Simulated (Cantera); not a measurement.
Standard-state values (1 bar) from the NASA 1993 polynomials, evaluated with Cantera. Values are per mole of reaction as written; species without (g) are pure solids or liquids, kept so even where they would boil at 1 bar.

Sr(OH)2 = O(g) + SrO + 2 H(g)

| T (K) | ΔH° (kJ) | ΔS° (J/K) | ΔG° (kJ) | log10 K |
|---|---|---|---|---|
| 1025 | 1034.5 | 321.9 | 704.5 | -35.90 |
| 1125 | 1030.6 | 318.3 | 672.5 | -31.22 |
| 1225 | [?] | [?] | [?] | [?] |
| 1325 | 1023.1 | 312.2 | 609.5 | -24.03 |
| 1425 | [?] | [?] | [?] | [?] |
| 1525 | 1015.9 | 307.1 | 547.6 | -18.75 |
| 1625 | 1012.4 | 304.9 | 517.0 | -16.62 |
| 1725 | 1009.0 | 302.8 | 486.6 | -14.73 |

Q: Fill in the missing entries.

A: 
- 1225, ΔH° (kJ): 1026.8
- 1225, ΔS° (J/K): 315.1
- 1225, ΔG° (kJ): 640.8
- 1225, log10 K: -27.32
- 1425, ΔH° (kJ): 1019.5
- 1425, ΔS° (J/K): 309.5
- 1425, ΔG° (kJ): 578.4
- 1425, log10 K: -21.20
